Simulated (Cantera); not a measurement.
**HMDSO + H2O + H2 (silicon oxide and oxynitride deposition)**

A closed system holds: 1 mol HMDSO, 0.17 mol H2O, 1.1 mol H2, at 8.40 Pa.

Cantera equilibrium calculation (NASA polynomials, part measured and part estimated; ideal gas, pure solids and liquids). Candidate condensed phases: C, C6H6, C7H8, C8H18, H2O, Si, SiC, SiO2; 123 gas species. The feed counts by its element totals alone. Mutual solubility and eutectic melting of coexisting phases are not modelled. The numbers say what is thermodynamically allowed, not how fast it happens.

At 750 K the condensed part is C(graphite) + SiC(s) + SiO2(α-quartz). From 850 K to 1050 K the condensed part is C(graphite) + SiC(s) + SiO2(β-quartz). From 1150 K to 1650 K the condensed part is C(graphite) + SiC(s).

```tsv
T (K)	log p H2	log p CO	log p H	log p SiO	log p CH4	log p C2H2 (acetylene)	log p Si	n C(graphite)	n SiC(s)	n SiO2(α-quartz)	n SiO2(β-quartz)
750	-4.08	-12.22	-14.54	<-16	-7.65	<-16	<-16	4.58	1.42	0.585	0
850	-4.08	-9.71	-12.73	-14.53	-8.36	-15.10	<-16	4.58	1.42	0	0.585
950	-4.08	-7.74	-11.29	-12.04	-8.93	-13.64	<-16	4.58	1.42	0	0.584
1050	-4.08	-6.15	-10.13	-10.03	-9.40	-12.46	<-16	4.45	1.46	0	0.541
1150	-4.12	-5.07	-9.19	-8.61	-9.88	-11.54	-15.61	2.83	2.00	0	0
1250	-4.12	-5.07	-8.38	-8.32	-10.20	-10.72	-13.73	2.83	2.00	0	0
1350	-4.12	-5.07	-7.68	-8.08	-10.48	-10.03	-12.12	2.83	2.00	0	0
1450	-4.12	-5.07	-7.09	-7.87	-10.73	-9.44	-10.74	2.83	2.00	0	0
1550	-4.12	-5.07	-6.56	-7.69	-10.94	-8.92	-9.53	2.84	2.00	0	0
1650	-4.13	-5.07	-6.11	-7.53	-11.13	-8.47	-8.48	2.84	2.00	0	0
```
log p: log10 of the partial pressure in bar; n: condensed amount in mol.
